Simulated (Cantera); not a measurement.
An adiabatic, constant-volume homogeneous reactor starts with CH₄ : O₂ : N₂ = 1 : 1.18 : 4.42 (molar parts), at 1650 K and 2.20 bar. Integrator tolerance rtol = 1e-08.

Model: GRI-Mech 3.0 (53 species, 325 reactions), integrated in Cantera.

Problem. What does this change do: initial temperature 1650 to 1375 K?

Solution. 
| quantity | before | after |
|---|---|---|
| time of steepest temperature rise | 0.181 ms | 3.04 ms |
| temperature at 6.00 s | 2986 K | 2854 K |
| equilibrium temperature | 2986 K | 2854 K |
| x(CH₄) at 6.00 s | 1.12e-11 (gas-phase equilibrium 1.29e-11) | 2.12e-11 (gas-phase equilibrium 2.42e-11) |
| x(O₂) at 6.00 s | 0.000762 (gas-phase equilibrium 0.000762) | 0.000282 (gas-phase equilibrium 0.000282) |
| x(C₂H₂) at 6.00 s | <1e-12 (gas-phase equilibrium <1e-12) | <1e-12 (gas-phase equilibrium <1e-12) |
| x(HCN) at 6.00 s | 1.88e-7 (gas-phase equilibrium 1.88e-7) | 2.08e-7 (gas-phase equilibrium 2.08e-7) |
| x(C₂H) at 6.00 s | <1e-12 (gas-phase equilibrium <1e-12) | <1e-12 (gas-phase equilibrium <1e-12) |
| x(CH₃) at 6.00 s | 3.92e-11 (gas-phase equilibrium 4.51e-11) | 4.66e-11 (gas-phase equilibrium 5.30e-11) |
